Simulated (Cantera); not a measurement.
What does this Cantera script print?

```python
import numpy as np
import cantera as ct

gas_names = """
    CL CLF CLF3 CLO CL2 F FO FO2 F2 F2O N NF NF2 NF3 NO NO2 NO3 N2 N2O O O2 O3 Si SiCL SiCL2 SiCL3 SiCL4
    SiF SiF2 SiF3 SiF4 SiN SiO SiO2 Si2 Si2N Si3
""".split()
cond_names = """
    Si(cr) Si(L) SiO2(Lqz) SiO2(hqz) SiO2(L) Si2N2O(s) Si3N4(a)
""".split()


# ... load() reads the species with a 1 bar reference pressure and builds the phases ...
atoms = {
    'SiO2': {'Si': 1, 'O': 2},
    'SiCl4': {'Si': 1, 'CL': 4},
    'N2': {'N': 2},
    'NF3': {'N': 1, 'F': 3},
}
top_T = {'Si2N2O(s)': 2100, 'Si3N4(a)': 2400}  # K; cautious upper limits of use, not melting points


# ... equilibrate(T, P, feed) seeds the gas with the atoms and calls Mixture.equilibrate('TP', solver="vcs", rtol=1e-11, max_steps=5000) ...
results = []
feed = {'SiO2': 1, 'SiCl4': 4.7, 'N2': 1.5, 'NF3': 0.9}  # mol
T = 1498.15  # K
P = 1000  # Pa
mix = equilibrate(T, P, feed)
results.append((T, P, feed, dict(zip(mix.species_names, mix.species_moles))))
print(gas.report(threshold=0.001))
for i in range(1, mix.n_phases):
    print(f"{mix.phase(i).name:16s} {mix.phase_moles(i):12.5e} mol")
```

Result:

```
       temperature   1498.2 K
          pressure   1000 Pa
           density   0.0083513 kg/m^3
  mean mol. weight   104.03 kg/kmol
   phase of matter   gas

                          1 kg             1 kmol
                     ---------------   ---------------
          enthalpy       -3.1706e+06       -3.2983e+08  J
   internal energy       -3.2903e+06       -3.4228e+08  J
           entropy            4042.8        4.2055e+05  J/K
    Gibbs function       -9.2273e+06       -9.5988e+08  J
 heat capacity c_p            690.68             71848  J/K
 heat capacity c_v            610.75             63534  J/K

                      mass frac. Y      mole frac. X     chem. pot. / RT
                     ---------------   ---------------   ---------------
                CL          0.054209           0.15907           -18.769
               CL2          0.051809          0.076015           -37.538
                N2          0.060403            0.2243           -32.108
             SiCL4           0.75525           0.46246           -108.18
              SiF4          0.077657          0.077617           -179.63
     [  +32 minor]        0.00067633        0.00053582

Si(cr)            0.00000e+00 mol
SiO2(hqz)         9.99999e-01 mol
Si2N2O(s)         0.00000e+00 mol
Si3N4(a)          0.00000e+00 mol
```

Method: chemical equilibrium by Gibbs-energy minimisation in Cantera with the NASA 1993 tables (ideal gas, pure condensed phases). The tables' values for SiCl3, SiF3 are old estimates; treat these amounts as uncertain. The tables hold silica as quartz up to 1696 K and as liquid above; real silica turns to tridymite and cristobalite and melts near 1996 K.
